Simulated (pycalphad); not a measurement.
CALPHAD calculation (pycalphad, COST 507 light-alloy database (1999)), 1 atm. The database dates from 1999; later assessments differ in places, in temperatures and in the compounds included. Diffusion is slow at the low end, where real alloys seldom reach equilibrium.

How does the equilibrium phase assembly of Cu-8.707Si (wt.%) change on cooling from 2077 °C to 237 °C?


```csv
T (°C),phases above,phases below
830.6,LIQUID,BCC_A2 + LIQUID
819.5,BCC_A2 + LIQUID,CU33SI7_DELTA + LIQUID
816.0,CU33SI7_DELTA + LIQUID,CU19SI6_ETA + CU33SI7_DELTA
804.8,CU19SI6_ETA + CU33SI7_DELTA,CU33SI7_DELTA + CU4SI_EPSILON
682.4,CU33SI7_DELTA + CU4SI_EPSILON,CU4SI_EPSILON + CU56SI11_GAMMA
423.4,CU4SI_EPSILON + CU56SI11_GAMMA,CU19SI6_ETA + CU56SI11_GAMMA
394.6,CU19SI6_ETA + CU56SI11_GAMMA,CU19SI6_ETA + FCC_A1
```
Changes were sought between steps of 40 K, so a narrower field can be missed.

Database names, with the compositions (at.%) that they take in these runs: CU33SI7_DELTA: Cu 82 Si 18; CU4SI_EPSILON: Cu 80 Si 20; CU56SI11_GAMMA: Cu 84 Si 16; CU19SI6_ETA: Cu 76 Si 24. FCC_A1 is fcc; BCC_A2 is bcc.
